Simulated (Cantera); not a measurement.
## Stirred combustor or abatement burner

A perfectly stirred reactor is fed with 0.745 % CH4, 0.0268 % C2H6, 0.649 % C3H8, 8.95 % O2, 89.5 % N2, 0.179 % CO2, at 0.280 bar; it is adiabatic with a 775 K inlet, and is followed from long to short residence time, starting on the burning branch (τ in s: 0.02, 0.012, 0.007, 0.0042, 0.0025, 0.0015, 0.00086, 0.00051, 0.0003, 0.00018, 0.00011, 6.3e-05, 3.7e-05).

Detailed kinetics in Cantera: GRI-Mech 3.0 (53 species, 325 reactions). GRI-Mech 3.0 was tuned for natural gas; its chemistry of propane as a main component is partial and can be far from experiment.

| τ (s) | T (K) | x CH4 | x C2H6 | x C3H8 | x H2O | x O2 | x C2H4 |
|---|---|---|---|---|---|---|---|
| 0.020 | 1308 | 4.39e-5 | 3.58e-7 | 7.98e-6 | 0.0401 | 0.0422 | 1.51e-5 |
| 0.012 | 1295 | 6.59e-5 | 5.32e-7 | 1.15e-5 | 0.0397 | 0.0428 | 2.12e-5 |
| 0.0070 | 1275 | 0.000109 | 8.71e-7 | 1.84e-5 | 0.0392 | 0.0439 | 3.31e-5 |
| 0.0042 | 1248 | 0.000201 | 1.62e-6 | 3.29e-5 | 0.0384 | 0.0457 | 5.94e-5 |
| 0.0025 | 775 | 0.00745 | 0.000268 | 0.00649 | <1e-12 | 0.0895 | 1.10e-12 |
| 0.0015 | 775 | 0.00745 | 0.000268 | 0.00649 | <1e-12 | 0.0895 | <1e-12 |
| 0.00086 | 775 | 0.00745 | 0.000268 | 0.00649 | <1e-12 | 0.0895 | <1e-12 |
| 0.00051 | 775 | 0.00745 | 0.000268 | 0.00649 | <1e-12 | 0.0895 | <1e-12 |
| 0.00030 | 775 | 0.00745 | 0.000268 | 0.00649 | <1e-12 | 0.0895 | <1e-12 |
| 0.00018 | 775 | 0.00745 | 0.000268 | 0.00649 | <1e-12 | 0.0895 | <1e-12 |
| 0.00011 | 775 | 0.00745 | 0.000268 | 0.00649 | <1e-12 | 0.0895 | <1e-12 |
| 6.3e-5 | 775 | 0.00745 | 0.000268 | 0.00649 | <1e-12 | 0.0895 | <1e-12 |
| 3.7e-5 | 775 | 0.00745 | 0.000268 | 0.00649 | <1e-12 | 0.0895 | <1e-12 |
x: mole fraction; the columns are a selection and need not sum to one.
